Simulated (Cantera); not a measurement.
# Hydrocarbon pyrolysis for carbon deposition

An isothermal, constant-pressure homogeneous reactor starts with 2.63 % C₂H₆, 97.4 % H₂, at 1050 K and 6.60 Torr.

Cantera simulation using GRI-Mech 3.0 (53 species, 325 reactions); the numbers are that mechanism's predictions, not measurements. GRI-Mech 3.0 stops at C3 and has no aromatics, soot or wall deposition, so with more carbon than oxygen in the feed, carbon stays in small species such as C2H2 where larger ones or solid carbon would form. Radical loss at walls, strong at low pressure, is not modelled.

```tsv
t (s)	x C₂H₆	x H₂	x H	x C₂H₂	x C₂H₄	x C₂H
2.00e-5	0.0263	0.974	2.21e-11	<1e-12	<1e-12	<1e-12
6.11e-5	0.0263	0.974	1.89e-10	<1e-12	<1e-12	<1e-12
0.000186	0.0263	0.974	1.40e-9	<1e-12	1.47e-11	<1e-12
0.000569	0.0263	0.974	7.37e-9	<1e-12	7.76e-10	<1e-12
0.00174	0.0263	0.974	2.54e-8	<1e-12	2.44e-8	<1e-12
0.00530	0.0263	0.974	7.57e-8	<1e-12	4.08e-7	<1e-12
0.0162	0.0263	0.974	2.28e-7	4.86e-12	4.67e-6	<1e-12
0.0494	0.0263	0.974	6.88e-7	4.32e-10	4.60e-5	<1e-12
0.151	0.0259	0.974	2.00e-6	3.54e-8	0.000415	<1e-12
0.461	0.0229	0.973	4.36e-6	2.02e-6	0.00294	<1e-12
1.41	0.0133	0.972	5.16e-6	3.94e-5	0.0108	<1e-12
4.29	0.00282	0.971	4.25e-6	0.000279	0.0191	<1e-12
13.1	0.000362	0.970	1.92e-6	0.000791	0.0206	<1e-12
40.0	0.000192	0.970	1.37e-6	0.00158	0.0198	<1e-12
```
x: mole fraction; the columns are a selection and need not sum to one.

Equilibrium at this temperature and pressure: C₂H₆ 7.76e-7, H₂ 0.948, H 8.47e-8, C₂H₂ 5.39e-5, C₂H₄ 7.88e-5, C₂H <1e-12 (gas phase only).
